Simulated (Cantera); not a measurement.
An isothermal, constant-pressure homogeneous reactor starts with 26.0 % CH4, 44.2 % H2O, 21.6 % H2, 8.31 % N2, at 1775 K and 10.0 bar.

Computed with Cantera and GRI-Mech 3.0 (53 species, 325 reactions).

One state of this run: x CH4 = 0.000277; x H2O = 0.113; x H2 = 0.662; x C2H4 = 9.44e-8; x CH3 = 6.34e-7; x O = 7.00e-11; x CH2O = 4.52e-7. x: mole fraction; the columns are a selection and need not sum to one.

Task: Which value of t (s) does it belong to?
(A) 0.00116
(B) 3.22
(C) 10.0
(D) 4.00e-6

Result: B, 3.22
